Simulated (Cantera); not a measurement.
## Stirred combustor or abatement burner

A perfectly stirred reactor is fed with 7.13 % CH4, 0.556 % C2H6, 0.349 % C3H8, 16.3 % O2, 61.4 % N2, 14.3 % CO2, at 1.00 atm; it is adiabatic with a 600 K inlet, and is followed from long to short residence time, starting on the burning branch (τ in s: 0.47, 0.22, 0.1, 0.046, 0.021, 0.0099, 0.0046, 0.0021, 0.00098, 0.00045, 0.00021, 9.7e-05).

Model: GRI-Mech 3.0 (53 species, 325 reactions), integrated in Cantera.

| τ (s) | T (K) | x CH4 | x C2H6 | x C3H8 | x H2O | x C2H4 | x CO |
|---|---|---|---|---|---|---|---|
| 0.47 | 2099 | 2.19e-6 | 1.24e-8 | 7.49e-9 | 0.163 | 8.44e-8 | 0.0299 |
| 0.22 | 2090 | 3.55e-6 | 2.53e-8 | 1.51e-8 | 0.163 | 1.58e-7 | 0.0307 |
| 0.10 | 2078 | 5.77e-6 | 5.22e-8 | 3.06e-8 | 0.162 | 2.96e-7 | 0.0319 |
| 0.046 | 2060 | 9.32e-6 | 1.05e-7 | 6.02e-8 | 0.161 | 5.34e-7 | 0.0337 |
| 0.021 | 2036 | 1.54e-5 | 2.09e-7 | 1.17e-7 | 0.160 | 9.40e-7 | 0.0360 |
| 0.0099 | 2006 | 2.55e-5 | 3.98e-7 | 2.17e-7 | 0.158 | 1.57e-6 | 0.0388 |
| 0.0046 | 1970 | 4.40e-5 | 7.60e-7 | 4.02e-7 | 0.156 | 2.57e-6 | 0.0421 |
| 0.0021 | 1926 | 8.02e-5 | 1.47e-6 | 7.61e-7 | 0.154 | 4.25e-6 | 0.0458 |
| 0.00098 | 1881 | 0.000152 | 2.87e-6 | 1.45e-6 | 0.151 | 7.12e-6 | 0.0494 |
| 0.00045 | 1831 | 0.000315 | 6.00e-6 | 2.97e-6 | 0.148 | 1.33e-5 | 0.0533 |
| 0.00021 | 1775 | 0.000756 | 1.43e-5 | 6.92e-6 | 0.145 | 3.10e-5 | 0.0577 |
| 9.7e-5 | 600 | 0.0713 | 0.00556 | 0.00349 | <1e-12 | <1e-12 | <1e-12 |
x: mole fraction; the columns are a selection and need not sum to one.
